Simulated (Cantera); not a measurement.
Feed: 1 mol FeCl2, 0.11 mol H2O, 0.64 mol H2.

Equilibrium computed with Cantera from the NASA thermochemical tables; the gas is ideal and each condensed phase is pure. Candidate condensed phases: Fe, FeCl2, FeCl3, FeO, Fe(OH)2, Fe(OH)3, Fe2O3, Fe3O4, H2O; 22 gas species. Mutual solubility and eutectic melting of coexisting phases are not modelled. The tables' stoichiometric FeO is somewhat more stable than real wüstite, so its field is too wide. FeO: taken at fixed stoichiometry. The numbers say what is thermodynamically allowed, not how fast it happens.

Stable condensed phases, one row left out:

```
T in °C \ P in Pa
           0.10      1     10    100   1000  10000 100000
   1377       A      A      B      B      B      B      B
   1327       A      B      B      B      B      B      B
   1277       A      B      B      B      B      B      B
   1227       A      B      B      B      B      B      B
   1127       B      B      B      B      B      B      B
   1077       B      B      B      B      B      B      B
   1027       C      C      C      C      C      C      C
    977       C      C      C      C      C      C      C
    927       C      C      C      C      C      C      C
    877       C      C      C      C      C      C      D
    827       C      C      C      C      C      C      D
    777       C      C      C      C      C      C      D
```

A: gas only; B: Fe; C: Fe + FeO; D: Fe + FeCl2 + FeO.

Problem. Give the row for 1177 °C.

Solution. 0.10: Fe; 1: Fe; 10: Fe; 100: Fe; 1000: Fe; 10000: Fe; 100000: Fe.
